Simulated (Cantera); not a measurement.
A Cantera script and what it prints.

```python
import numpy as np
import cantera as ct

gas_names = """
    C CN CO CO2 C2 CCN CNC C2N2 C2O C3 C3O2 C4 C4N2 C5 N NCO NO NO2 NO3 N2 N2O O O2 O3 Si SiC SiC2 SiN
    SiO SiO2 Si2 Si2C Si2N Si3
""".split()
cond_names = """
    C(gr) Si(cr) Si(L) SiC(b) SiO2(Lqz) SiO2(hqz) SiO2(L) Si2N2O(s) Si3N4(a)
""".split()


# ... load() reads the species with a 1 bar reference pressure and builds the phases ...
atoms = {
    'SiC': {'Si': 1, 'C': 1},
    'O2': {'O': 2},
    'N2': {'N': 2},
    'CO2': {'C': 1, 'O': 2},
}
top_T = {'C(gr)': 4500, 'SiC(b)': 3050, 'Si2N2O(s)': 2100, 'Si3N4(a)': 2400}  # K; cautious upper limits of use, not melting points


# ... equilibrate(T, P, feed) seeds the gas with the atoms and calls Mixture.equilibrate('TP', solver="vcs", rtol=1e-11, max_steps=5000) ...
results = []
feed = {'SiC': 1, 'O2': 0.05, 'N2': 7.1, 'CO2': 0.14}  # mol
T = 1198.15  # K
for P in [0.1, 2.5, 63, 1600, 40000, 1000000]:
    mix = equilibrate(T, P, feed)
    results.append((T, P, feed, dict(zip(mix.species_names, mix.species_moles))))

top = {s: max(r[3][s] / sum(r[3][g] for g in gas_names) for r in results) for s in gas_names}
cols = sorted((s for s in top if top[s] > 0.001), key=lambda s: -top[s])[:8]
seen = [c for c in cond_names if any(r[3].get(c, 0) > 1e-12 for r in results)]
print("log10 of partial pressures in bar; condensed amounts in mol")
print(f"{'P/Pa':>10s}" + "".join(f"{s[:9]:>10s}" for s in cols + seen))
for T, P, feed, n in results:
    ng = sum(n[g] for g in gas_names)
    print(f"{P:10.4g}" + "".join(f"{np.log10(max(n[s] / ng * P / 1e5, 1e-99)):10.3f}" for s in cols)
          + "".join(f"{n.get(c, 0):10.4g}" for c in seen))
```

Output:

```
log10 of partial pressures in bar; condensed amounts in mol
      P/Pa        N2        CO     C(gr)    SiC(b) Si2N2O(s)  Si3N4(a)
       0.1    -6.018    -7.389         0    0.8408   0.07843         0
       2.5    -4.604    -6.862     0.788    0.3146    0.3427         0
        63    -3.201    -7.997      1.14         0    0.3799   0.08007
      1600    -1.796    -7.528      1.14         0      0.38   0.08001
     4e+04    -0.398    -7.062      1.14         0      0.38      0.08
     1e+06     1.000    -6.596      1.14         0      0.38      0.08
```

Cantera equilibrium calculation (NASA polynomials, part measured and part estimated; ideal gas, pure solids and liquids). N2 is the only nitrogen source here; it is nearly inert below about 1500 K, so the nitride shown seldom forms there in practice. Mutual solubility and eutectic melting of coexisting phases are not modelled.
